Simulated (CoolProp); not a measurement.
A Linde-Hampson liquefier for oxygen: isothermal reversible compression at 200 K from 1 atm to 5 MPa, throttling to 1 atm, return gas leaving the recuperator 10 K below the feed. Each further row changes one setting.

Values from CoolProp's reference Helmholtz-energy equation of state, Schmidt 1985.

| case | liquid yield per pass | compression work (kJ/kg of gas) |
|---|---|---|
| as stated | 0.060 | 195 |
| high pressure 10 MPa | (withheld) | (withheld) |
| warm-end temperature 230 K | 0.033 | 228 |
| warm-end gap 15 K | (withheld) | 195 |

What belongs in the gaps?


- high pressure 10 MPa, liquid yield per pass: 0.171
- high pressure 10 MPa, compression work (kJ/kg of gas): 223
- warm-end gap 15 K, liquid yield per pass: 0.046
